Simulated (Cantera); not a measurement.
Feed: 1 mol Ca(OH)2, 0.45 mol C, 0.67 mol H2, at 1775 K and 0.100 bar.

Equilibrium computed with Cantera from the NASA thermochemical tables; the gas is ideal and each condensed phase is pure. Candidate condensed phases: C, C6H6, C7H8, C8H18, Ca, CaCO3, CaO, Ca(OH)2, H2O; 115 gas species. Kinetics and transport are ignored.

Base state: H2 0.550, H2O 0.237, CO 0.190, CO2 0.0221, H 0.000679, OH 1.82e-5 (mole fractions); condensed: CaO(s).

**Question.** What changes in the equilibrium state with this change: H2 from 0.67 to 0.19 mol?

**Answer.** 
```
species        before     after
-----------  --------  --------
H2              0.550     0.432
H2O             0.237     0.293
CO              0.190     0.232
CO2            0.0221    0.0423
OH            1.82e-5   2.54e-5
H            0.000679  0.000602
CaO(s), mol     1.000     1.000
```

**Question.** What changes in the equilibrium state with this change: pressure from 0.100 bar to 13.3 mbar?

**Answer.** 
```csv
species,before,after
H2,0.550,0.549
H2O,0.237,0.237
CO,0.190,0.190
H,0.000679,0.00186
CO2,0.0221,0.0221
OH,1.82e-5,5.00e-5
"CaO(s), mol",1.000,1.000
```
